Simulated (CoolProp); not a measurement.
Properties of R13 along the isobar 0.101 MPa (Tc = 303.0 K, pc = 3.973 MPa, ω = 0.175).

Model: reference Helmholtz-energy equation of state, Platzer 1990, in CoolProp. This equation is an older, rougher fit.

```json
[
 {"T (K)": "205.2", "phase": "gas", "Joule-Thomson coefficient (K/MPa)": "33.89", "isothermal compressibility (1/MPa)": "…", "viscosity (µPa s)": "9.91", "fugacity coefficient": "0.9686"},
 {"T (K)": "218.6", "phase": "gas", "Joule-Thomson coefficient (K/MPa)": "…", "isothermal compressibility (1/MPa)": "10.17", "viscosity (µPa s)": "10.6", "fugacity coefficient": "0.9746"},
 {"T (K)": "232", "phase": "gas", "Joule-Thomson coefficient (K/MPa)": "23.27", "isothermal compressibility (1/MPa)": "10.12", "viscosity (µPa s)": "11.2", "fugacity coefficient": "0.9791"},
 {"T (K)": "245.5", "phase": "gas", "Joule-Thomson coefficient (K/MPa)": "19.65", "isothermal compressibility (1/MPa)": "10.08", "viscosity (µPa s)": "11.9", "fugacity coefficient": "0.9827"},
 {"T (K)": "258.9", "phase": "gas", "Joule-Thomson coefficient (K/MPa)": "16.81", "isothermal compressibility (1/MPa)": "10.05", "viscosity (µPa s)": "…", "fugacity coefficient": "0.9855"},
 {"T (K)": "272.3", "phase": "gas", "Joule-Thomson coefficient (K/MPa)": "14.52", "isothermal compressibility (1/MPa)": "10.03", "viscosity (µPa s)": "…", "fugacity coefficient": "0.9877"},
 {"T (K)": "285.8", "phase": "gas", "Joule-Thomson coefficient (K/MPa)": "12.65", "isothermal compressibility (1/MPa)": "10.01", "viscosity (µPa s)": "13.8", "fugacity coefficient": "0.9896"},
 {"T (K)": "299.2", "phase": "gas", "Joule-Thomson coefficient (K/MPa)": "11.13", "isothermal compressibility (1/MPa)": "9.992", "viscosity (µPa s)": "14.4", "fugacity coefficient": "0.9910"},
 {"T (K)": "312.6", "phase": "gas", "Joule-Thomson coefficient (K/MPa)": "9.859", "isothermal compressibility (1/MPa)": "9.979", "viscosity (µPa s)": "…", "fugacity coefficient": "0.9923"},
 {"T (K)": "326.1", "phase": "gas", "Joule-Thomson coefficient (K/MPa)": "8.789", "isothermal compressibility (1/MPa)": "9.969", "viscosity (µPa s)": "15.6", "fugacity coefficient": "0.9933"},
 {"T (K)": "339.5", "phase": "gas", "Joule-Thomson coefficient (K/MPa)": "7.891", "isothermal compressibility (1/MPa)": "9.960", "viscosity (µPa s)": "…", "fugacity coefficient": "0.9942"},
 {"T (K)": "352.9", "phase": "gas", "Joule-Thomson coefficient (K/MPa)": "7.126", "isothermal compressibility (1/MPa)": "9.952", "viscosity (µPa s)": "16.7", "fugacity coefficient": "0.9949"},
 {"T (K)": "366.3", "phase": "gas", "Joule-Thomson coefficient (K/MPa)": "6.468", "isothermal compressibility (1/MPa)": "9.946", "viscosity (µPa s)": "17.3", "fugacity coefficient": "0.9955"},
 {"T (K)": "379.8", "phase": "gas", "Joule-Thomson coefficient (K/MPa)": "5.895", "isothermal compressibility (1/MPa)": "9.940", "viscosity (µPa s)": "17.9", "fugacity coefficient": "0.9961"},
 {"T (K)": "393.2", "phase": "gas", "Joule-Thomson coefficient (K/MPa)": "5.401", "isothermal compressibility (1/MPa)": "9.936", "viscosity (µPa s)": "…", "fugacity coefficient": "0.9965"}
]
```

Q: Complete the blanks.

A: 
- 205.2, isothermal compressibility (1/MPa): 10.24
- 218.6, Joule-Thomson coefficient (K/MPa): 27.88
- 258.9, viscosity (µPa s): 12.5
- 272.3, viscosity (µPa s): 13.2
- 312.6, viscosity (µPa s): 15.0
- 339.5, viscosity (µPa s): 16.2
- 393.2, viscosity (µPa s): 18.4

Viscosity comes from a separate model (Huber 2003), an estimate that may be off by 10 % or more.
